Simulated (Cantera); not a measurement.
What does this Cantera script print?

```python
import numpy as np
import cantera as ct

gas_names = """
    CL CL2 Fe FeCL FeCL2 FeCL3 Fe2CL4 Fe2CL6 N N2
""".split()
cond_names = """
    Fe(a) Fe(c) Fe(d) Fe(L) FeCL2(s) FeCL2(L) FeCL3(s) FeCL3(L)
""".split()


# ... load() reads the species with a 1 bar reference pressure and builds the phases ...
atoms = {
    'FeCl3': {'Fe': 1, 'CL': 3},
    'N2': {'N': 2},
}
top_T = {}  # K; cautious upper limits of use, not melting points


# ... equilibrate(T, P, feed) seeds the gas with the atoms and calls Mixture.equilibrate('TP', solver="vcs", rtol=1e-11, max_steps=5000) ...
results = []
feed = {'FeCl3': 1, 'N2': 0.21}  # mol
T = 1998.15  # K
P = 31  # Pa
mix = equilibrate(T, P, feed)
results.append((T, P, feed, dict(zip(mix.species_names, mix.species_moles))))
x = sorted(zip(gas.X, gas.species_names), reverse=True)
print(f"T = {T:g} K  P = {P:g} Pa  gas = {mix.phase_moles(0):.4g} mol")
print("   x: " + "  ".join(f"{s} {v:.3e}" for v, s in x if v > 1e-06))
print("   condensed (mol): " + ("  ".join(f"{mix.phase(i).name} {mix.phase_moles(i):.4g}"
      for i in range(1, mix.n_phases) if mix.phase_moles(i) > 1e-12) or "none"))
```

Output:

```
T = 1998.15 K  P = 31 Pa  gas = 2.249 mol
   x: CL 4.619e-01  FeCL2 4.356e-01  N2 9.337e-02  Fe 8.579e-03  FeCL 3.720e-04  CL2 1.232e-04  FeCL3 3.169e-05
   condensed (mol): none
```

Method: chemical equilibrium by Gibbs-energy minimisation in Cantera with the NASA 1993 tables (ideal gas, pure condensed phases).
